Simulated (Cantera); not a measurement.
Input (Python, Cantera) and output of one run.

```python
import numpy as np
import cantera as ct

gas_names = """
    B BH BH2 BH3 BO BO2 B2 B2O B2O2 B2O3 B3O3H3 H HBO HBO2 HO2 H2 H2O H2O2 H3B3O6 O OH O2 O3
""".split()
cond_names = """
    B(b) B(L) B2O3(L) B3O3H3(cr) H2O(s) H2O(L)
""".split()


# ... load() reads the species with a 1 bar reference pressure and builds the phases ...
atoms = {
    'B2O3': {'B': 2, 'O': 3},
    'H2O': {'H': 2, 'O': 1},
}
top_T = {}  # K; cautious upper limits of use, not melting points


# ... equilibrate(T, P, feed) seeds the gas with the atoms and calls Mixture.equilibrate('TP', solver="vcs", rtol=1e-11, max_steps=5000) ...
results = []
feed = {'B2O3': 1, 'H2O': 0.057}  # mol
P = 240  # Pa
for T in [1223, 1323, 1423, 1523, 1623, 1723, 1823, 1923, 2023, 2123, 2223, 2323]:
    mix = equilibrate(T, P, feed)
    results.append((T, P, feed, dict(zip(mix.species_names, mix.species_moles))))

top = {s: max(r[3][s] / sum(r[3][g] for g in gas_names) for r in results) for s in gas_names}
cols = sorted((s for s in top if top[s] > 0.0001), key=lambda s: -top[s])[:6]
seen = [c for c in cond_names if any(r[3].get(c, 0) > 1e-12 for r in results)]
print("log10 of partial pressures in bar; condensed amounts in mol")
print(f"{'T/K':>10s}" + "".join(f"{s[:9]:>10s}" for s in cols + seen))
for T, P, feed, n in results:
    ng = sum(n[g] for g in gas_names)
    print(f"{T:10.4g}" + "".join(f"{np.log10(max(n[s] / ng * P / 1e5, 1e-99)):10.3f}" for s in cols)
          + "".join(f"{n.get(c, 0):10.4g}" for c in seen))
```

It prints:

```
log10 of partial pressures in bar; condensed amounts in mol
       T/K       H2O      B2O3      HBO2       BO2        BO         H   B2O3(L)
      1223    -2.630    -7.716    -4.256    -9.331   -14.095    -9.909    0.9993
      1323    -2.656    -6.459    -3.722    -8.136   -12.257    -8.926    0.9976
      1423    -2.725    -5.387    -3.291    -7.123   -10.674    -8.093    0.9931
      1523    -2.888    -4.463    -2.972    -6.266    -9.283    -7.399    0.9823
      1623    -3.236    -3.658    -2.799    -5.568    -8.017    -6.841     0.958
      1723    -4.097    -2.952    -2.924    -5.139    -6.718    -6.439    0.8561
      1823    -5.647    -2.671    -3.602    -5.109    -5.556    -6.293         0
      1923    -5.582    -2.673    -3.609    -4.773    -5.080    -5.871         0
      2023    -5.528    -2.679    -3.621    -4.460    -4.666    -5.504         0
      2123    -5.488    -2.692    -3.639    -4.172    -4.303    -5.184         0
      2223    -5.466    -2.715    -3.669    -3.913    -3.983    -4.903         0
      2323    -5.471    -2.757    -3.720    -3.687    -3.701    -4.657         0
```

These are equilibrium values from Cantera (NASA tables, ideal gas, pure condensed phases), not measurements of a reactor. Gases not in the tables: H3BO3.
